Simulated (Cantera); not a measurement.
Feed: 1 mol Cr2O3, 250 mol H2, at 1348 K and 0.620 bar.

Cantera equilibrium calculation (NASA polynomials, part measured and part estimated; ideal gas, pure solids and liquids). Candidate condensed phases: Cr, Cr2O3, H2O; 13 gas species. Mutual solubility and eutectic melting of coexisting phases are not modelled. Rates play no part.

Base state: H2 1.000, H2O 0.000404 (mole fractions); condensed: Cr(s) + Cr2O3(s).

What changes in the equilibrium state with this change: Cr2O3 replaced by CuO?


| species | before | after |
|---|---|---|
| H2 | 1.000 | 0.996 |
| H2O | 0.000404 | 0.00400 |
| Cr(s), mol | 0.0674 | 0 |
| Cr2O3(s), mol | 0.966 | 0 |
| Cu(s), mol | 0 | 1.000 |
Further candidate phases: Cu, CuO, Cu(OH)2, Cu2O.
